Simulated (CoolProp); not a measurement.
A single-stage vapour-compression cycle with propane: evaporating at 250.15 K (dew point), condensing at 287.15 K (bubble point), superheat 0 K, subcooling 5 K, compressor efficiency 0.6, no pressure losses. Each further row changes one setting.

The numbers come from the reference Helmholtz-energy equation of state, Lemmon 2009 in CoolProp.

| case | cooling COP | pressure ratio | discharge temperature (K) | refrigerating effect (kJ/kg) | volumetric capacity (kJ/m³) |
|---|---|---|---|---|---|
| as stated | 3.58 | 3.25 | 313.6 | 326 | 1620 |
| evaporating temperature 255.15 K | 4.30 | 2.71 | 309.3 | 332 | 1950 |
| condensing temperature 282.15 K | 4.24 | 2.82 | 306.1 | 339 | 1680 |
| subcooling 10 K | 3.72 | 3.25 | 313.6 | 338 | 1680 |
| superheat 10 K | 3.57 | 3.25 | 324.2 | 341 | 1620 |
| compressor efficiency 0.5 | 2.98 | 3.25 | 323.2 | 326 | 1620 |
